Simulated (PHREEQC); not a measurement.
Solution A (0.064 mol/kgw TMAH, 2.4e-05 mol/kgw H4SiO4 and 0.00033 mol/kgw (CH3)4NCl) is mixed with solution B (6.7 mmol/kgw NH4HF2 and 3.8 mmol/kgw (NH4)2SiF6) at 20 °C; shares are by mass of water, 1 kg in all. O2 is buffered at 0.21 atm. CO2 from the air is kept out. Only these solids could form: SiO2(a).

The series has 11 steps of share of solution B, from 0 to 1.

Computed with PHREEQC (ion-association model, wateq4f.dat).

### Question
Which solids form, in which order, and at which step of the series does each first stand?

### Answer
SiO2(a) from share of solution B = 0.7 (pH 9.19), last present at share of solution B = 0.8.

### Question
Between which two steps does the pH jump most, and from what to what?

### Answer
Between share of solution B = 0.7 and 0.8: from 9.19 to 5.12.

(CH3)4N+ isn't in the database: it is added as a free cation with an ion size of 4 Å. SiF6-2 is the database's only silicon fluoride.
